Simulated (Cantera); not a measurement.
An adiabatic, constant-volume homogeneous reactor starts with H₂ : O₂ : N₂ = 1 : 0.278 : 0.778 (molar parts), at 1498 K and 1.70 bar.

Computed with Cantera and GRI-Mech 3.0 (53 species, 325 reactions). Above 3000 K some thermodynamic fits are extrapolated.

Question: Predict: time of steepest temperature rise; temperature at 1.00 s; equilibrium temperature; x(H₂) at 1.00 s; x(O₂) at 1.00 s; x(O) at 1.00 s; x(NO) at 1.00 s; x(NO₂) at 1.00 s; x(H₂O₂) at 1.00 s; x(OH) at 1.00 s.

Answer: 
| Quantity | Result |
|---|---|
| time of steepest temperature rise | 7.18 µs |
| temperature at 1.00 s | 3098 K |
| equilibrium temperature | 3098 K |
| x(H₂) at 1.00 s | 0.231 (gas-phase equilibrium 0.231) |
| x(O₂) at 1.00 s | 0.00158 (gas-phase equilibrium 0.00158) |
| x(O) at 1.00 s | 0.00351 (gas-phase equilibrium 0.00351) |
| x(NO) at 1.00 s | 0.00339 (gas-phase equilibrium 0.00339) |
| x(NO₂) at 1.00 s | 2.84e-7 (gas-phase equilibrium 2.84e-7) |
| x(H₂O₂) at 1.00 s | 3.76e-7 (gas-phase equilibrium 3.76e-7) |
| x(OH) at 1.00 s | 0.0234 (gas-phase equilibrium 0.0234) |
